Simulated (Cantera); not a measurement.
Cantera run, input and output.

```python
import numpy as np
import cantera as ct

gas = ct.Solution("gri30.yaml")


def delay(T, t_max=10):
    gas.TPX = T, 1600000, {'C3H8': 1, 'O2': 5.32, 'N2': 20}
    reactor = ct.IdealGasReactor(gas, clone=False)
    net = ct.ReactorNet([reactor])
    net.rtol, net.atol = 1e-8, 1e-16
    while net.time < t_max:
        t_old, T_old = net.time, reactor.T
        net.step()
        if reactor.T > T + 400:  # ignition: a rise of 400 K
            return t_old + (T + 400 - T_old) / (reactor.T - T_old) * (net.time - t_old)
    return np.nan


taus = []
for T in [1223, 1323, 1423, 1523, 1623, 1723]:
    taus.append(delay(T))
    print(f"T0 = {T:6g} K   tau = {taus[-1]:.4e} s")
```

Result:

```
T0 =   1223 K   tau = 7.4860e-04 s
T0 =   1323 K   tau = 1.4556e-04 s
T0 =   1423 K   tau = 3.5010e-05 s
T0 =   1523 K   tau = 1.0876e-05 s
T0 =   1623 K   tau = 4.3017e-06 s
T0 =   1723 K   tau = 2.0820e-06 s
```

Model: GRI-Mech 3.0 (53 species, 325 reactions), integrated in Cantera. GRI-Mech 3.0 was tuned for natural gas; its chemistry of propane as a main component is partial and can be far from experiment. The pressure lies above the range GRI-Mech 3.0 was tuned for (to about 10 atm).
